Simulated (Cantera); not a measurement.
A freely propagating, adiabatic, planar premixed flame of CH4 : H2 : O2 : N2 = 1 : 0.47 : 2.28 : 8.58 (molar parts), unburnt at 475 K and 100000 Pa; mixture-averaged transport, grid criteria slope 0.08 and curve 0.16, no radiation.

Cantera simulation using GRI-Mech 3.0 (53 species, 325 reactions); the numbers are that mechanism's predictions, not measurements. Burning velocities carry a grid error of a few per cent, more on coarse grids.

How do the results move with these cheaper or finer settings: unity-Lewis-number transport; multicomponent transport; multicomponent+Soret transport; grid criteria slope 0.5, curve 1; grid criteria slope 0.25, curve 0.5; grid criteria slope 0.03, curve 0.06?


| setting | laminar burning velocity | thermal thickness | peak x(HO2) | peak x(CH2CO) | grid points |
|---|---|---|---|---|---|
| as above | 106 cm/s | 0.330 mm | 0.000182 | 7.32e-5 | 145 |
| unity-Lewis-number transport | 80.9 cm/s | 0.362 mm | 0.000134 | 4.78e-5 | 142 |
| multicomponent transport | 106 cm/s | 0.333 mm | 0.000181 | 7.44e-5 | 145 |
| multicomponent+Soret transport | 104 cm/s | 0.333 mm | 0.000183 | 7.19e-5 | 145 |
| grid criteria slope 0.5, curve 1 | 114 cm/s | 0.368 mm | 0.000180 | 6.96e-5 | 42 |
| grid criteria slope 0.25, curve 0.5 | 109 cm/s | 0.345 mm | 0.000181 | 7.19e-5 | 63 |
| grid criteria slope 0.03, curve 0.06 | 105 cm/s | 0.327 mm | 0.000182 | 7.34e-5 | 350 |
The base run took around 11 core-seconds (rough).
Unity Lewis numbers drop preferential diffusion, which matters most where H2 and H carry the flame; Soret adds thermal diffusion.
